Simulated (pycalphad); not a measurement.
Computed with pycalphad from the COST 507 light-alloy database (1999), at 1 atm. No gas phase is included, though pure Ti would boil below 3700 K. These are 1990s assessments: newer ones move some temperatures and phases. Diffusion is slow at the low end, where real alloys seldom reach equilibrium.

Molar enthalpy of Ti-22.19B (wt.%) in equilibrium (SER reference):

```json
[
 {"T (K)": "3700", "H (kJ/mol)": "78.76", "phases": "liquid"},
 {"T (K)": "3500", "H (kJ/mol)": "71.16", "phases": "liquid"},
 {"T (K)": "3400", "H (kJ/mol)": "67.36", "phases": "liquid"},
 {"T (K)": "3300", "H (kJ/mol)": "61.05", "phases": "liquid + B2M"},
 {"T (K)": "3100", "H (kJ/mol)": "28.82", "phases": "liquid + B2M"},
 {"T (K)": "2900", "H (kJ/mol)": "11.55", "phases": "liquid + B2M"},
 {"T (K)": "2700", "H (kJ/mol)": "-1.20", "phases": "B2M + liquid"},
 {"T (K)": "2500", "H (kJ/mol)": "-11.93", "phases": "B2M + liquid"},
 {"T (K)": "2400", "H (kJ/mol)": "-28.93", "phases": "B4M3 + BM"},
 {"T (K)": "2300", "H (kJ/mol)": "-32.62", "phases": "B4M3 + BM"},
 {"T (K)": "2100", "H (kJ/mol)": "-39.89", "phases": "B4M3 + BM"},
 {"T (K)": "1900", "H (kJ/mol)": "-46.96", "phases": "B4M3 + BM"},
 {"T (K)": "1700", "H (kJ/mol)": "-53.78", "phases": "B4M3 + BM"},
 {"T (K)": "1500", "H (kJ/mol)": "-60.33", "phases": "B4M3 + BM"},
 {"T (K)": "1300", "H (kJ/mol)": "-66.59", "phases": "B4M3 + BM"},
 {"T (K)": "1100", "H (kJ/mol)": "-72.56", "phases": "B4M3 + BM"},
 {"T (K)": "900", "H (kJ/mol)": "-78.19", "phases": "B4M3 + BM"},
 {"T (K)": "700", "H (kJ/mol)": "-83.46", "phases": "B4M3 + BM"},
 {"T (K)": "500", "H (kJ/mol)": "-88.26", "phases": "B4M3 + BM"}
]
```

Cooling from 3400 K to 2400 K, across the freezing range, releases 96.3 kJ/mol, or 3540 J/g. The slope is 38 J/(mol K) in the liquid and 37 J/(mol K) just below the solidus, where it includes any heat of precipitation. Liquidus 3311 K, solidus 2456 K. Changes were sought between steps of 100 K, so a narrower field can be missed.

Database names, with the compositions (at.%) that they take in these runs: B2M: B 67 Ti 33; B4M3: B 57 Ti 43; BM: Ti 50 B 50.
